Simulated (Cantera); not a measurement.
Cantera run, input and output.

```python
import numpy as np
import cantera as ct

surf = ct.Interface("ptcombust.yaml", "Pt_surf")
gas = surf.adjacent["gas"]
gas.TPX = 1048, 320000, {'CH4': 0.0051, 'O2': 0.12, 'N2': 0.79}
surf.TP = 1048, 320000
reactor = ct.FlowReactor(gas, clone=False)
reactor.area = 0.0001  # m2
reactor.surface_area_to_volume_ratio = 8300  # 1/m
reactor.mass_flow_rate = 1.7 * reactor.area * gas.density  # inlet velocity 1.7 m/s
reactor.energy_enabled = False
wall = ct.ReactorSurface(surf, reactor, clone=False)
net = ct.ReactorNet([reactor])
net.rtol, net.atol = 1e-8, 1e-16
show, cover = ['CH4', 'O2', 'H2O', 'CO2', 'CO'], ['PT(S)', 'H(S)', 'O(S)', 'OH(S)', 'CO(S)', 'C(S)']

rows = []
print(f"{'z/m':>9s}{'u/(m/s)':>9s}" + "".join(f"{s:>13s}" for s in show + cover))
for z in [3.4e-05, 6.6e-05, 0.00013, 0.00025, 0.00047, 0.00092, 0.0018, 0.0034]:
    net.advance(z)
    rows.append([reactor.speed, *gas[show].X, *surf[cover].coverages])
    print(f"{z:9.4g}{rows[-1][0]:9.3g}" + "".join(f"{x:13.4e}" for x in rows[-1][1:]))
```

Result:

```
      z/m  u/(m/s)          CH4           O2          H2O          CO2           CO        PT(S)         H(S)         O(S)        OH(S)        CO(S)         C(S)
  3.4e-05      1.7   5.5239e-03   1.3104e-01   9.8400e-05   4.6792e-05   2.4017e-06   1.7466e-01   6.1413e-08   8.2502e-01   3.1269e-04   8.1452e-06   6.5374e-08
  6.6e-05      1.7   5.4780e-03   1.3094e-01   1.9021e-04   9.2297e-05   2.7930e-06   1.7465e-01   7.8295e-08   8.2494e-01   3.9968e-04   8.1985e-06   6.4829e-08
  0.00013      1.7   5.3872e-03   1.3076e-01   3.7155e-04   1.8289e-04   2.8418e-06   1.7465e-01   1.0382e-07   8.2481e-01   5.3115e-04   8.0915e-06   6.3762e-08
  0.00025      1.7   5.2210e-03   1.3043e-01   7.0358e-04   3.4891e-04   2.7586e-06   1.7467e-01   1.3885e-07   8.2461e-01   7.1147e-04   7.8468e-06   6.1825e-08
  0.00047      1.7   4.9291e-03   1.2985e-01   1.2863e-03   6.4027e-04   2.6058e-06   1.7474e-01   1.8497e-07   8.2431e-01   9.4845e-04   7.4177e-06   5.8444e-08
  0.00092      1.7   4.3806e-03   1.2875e-01   2.3809e-03   1.1873e-03   2.3184e-06   1.7492e-01   2.4980e-07   8.2379e-01   1.2803e-03   6.6123e-06   5.2097e-08
   0.0018      1.7   3.4738e-03   1.2695e-01   4.1885e-03   2.0903e-03   1.8425e-06   1.7529e-01   3.3085e-07   8.2301e-01   1.6920e-03   5.2744e-06   4.1554e-08
   0.0034      1.7   2.2709e-03   1.2455e-01   6.5839e-03   3.2862e-03   1.2092e-06   1.7584e-01   4.1591e-07   8.2203e-01   2.1192e-03   3.4778e-06   2.7394e-08
```

Detailed kinetics in Cantera: Deutschmann's 1995 Pt surface mechanism with GRI-Mech 3.0 gas chemistry. Catalytic surfaces can have several steady states; this one follows from the mechanism file's or the stated starting coverage. Mass transfer to the wall is taken as infinitely fast.
